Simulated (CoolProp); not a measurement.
The numbers come from the reference Helmholtz-energy equation of state, Gao 2020 in CoolProp.

Question: Give the vapour pressure (MPa), liquid viscosity (µPa s), vapour viscosity (µPa s) of saturated ammonia at 271.2, 290.7, 334.4 K.

Answer: 
| T (K) | p (MPa) | liquid viscosity (µPa s) | vapour viscosity (µPa s) |
|---|---|---|---|
| 271.2 | 0.399 | 174 | 9.00 |
| 290.7 | 0.792 | 142 | 9.60 |
| 334.4 | 2.70 | 93.4 | 11.1 |

Viscosity comes from a separate model (Fenghour 1995).
